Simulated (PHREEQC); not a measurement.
1 kg of water holding 0.29 mol NaCl, 0.00011 mol CaSO4, 0.0088 mol NaBr, 0.024 mol KCl and 0.025 mol MgBr2 is evaporated at 20 °C; the solids stay in contact with the brine. The system is closed to CO2. Solids allowed: Arcanite, Bischofite, Bloedite, Brucite, Carnallite, Epsomite, Glaserite, Glauberite, Gypsum, Anhydrite, Halite, Hexahydrite, Kainite, Kieserite, Leonite, Mirabilite, Misenite, Polyhalite, Portlandite, Schoenite, Sylvite, Syngenite, Thenardite, MgCl2_4H2O. Others were left out.

Computed with PHREEQC (Pitzer model, pitzer.dat).

```json
[
 {"water left (kg)": "1", "ionic strength": "0.398", "water activity": "0.988", "Halite (mol)": "0", "K in solution (mol/kgw)": "0.0240", "Br in solution (mol/kgw)": "0.0588"},
 {"water left (kg)": "0.6755", "ionic strength": "0.590", "water activity": "0.982", "Halite (mol)": "0", "K in solution (mol/kgw)": "0.0355", "Br in solution (mol/kgw)": "0.0870"},
 {"water left (kg)": "0.375", "ionic strength": "1.06", "water activity": "0.968", "Halite (mol)": "0", "K in solution (mol/kgw)": "0.0640", "Br in solution (mol/kgw)": "0.157"},
 {"water left (kg)": "0.2533", "ionic strength": "1.57", "water activity": "0.952", "Halite (mol)": "0", "K in solution (mol/kgw)": "0.0947", "Br in solution (mol/kgw)": "0.232"},
 {"water left (kg)": "0.1711", "ionic strength": "2.33", "water activity": "0.926", "Halite (mol)": "0", "K in solution (mol/kgw)": "0.140", "Br in solution (mol/kgw)": "0.344"},
 {"water left (kg)": "0.09502", "ionic strength": "4.19", "water activity": "0.855", "Halite (mol)": "0", "K in solution (mol/kgw)": "0.253", "Br in solution (mol/kgw)": "0.619"},
 {"water left (kg)": "0.06418", "ionic strength": "6.21", "water activity": "0.765", "Halite (mol)": "0", "K in solution (mol/kgw)": "0.374", "Br in solution (mol/kgw)": "0.916"},
 {"water left (kg)": "0.04335", "ionic strength": "7.33", "water activity": "0.716", "Halite (mol)": "0.0807", "K in solution (mol/kgw)": "0.554", "Br in solution (mol/kgw)": "1.36"},
 {"water left (kg)": "0.02407", "ionic strength": "8.34", "water activity": "0.680", "Halite (mol)": "0.197", "K in solution (mol/kgw)": "0.997", "Br in solution (mol/kgw)": "2.44"},
 {"water left (kg)": "0.01627", "ionic strength": "9.49", "water activity": "0.636", "Halite (mol)": "0.244", "K in solution (mol/kgw)": "1.47", "Br in solution (mol/kgw)": "3.61"}
]
```

Halite from water left = 0.05275 kg.
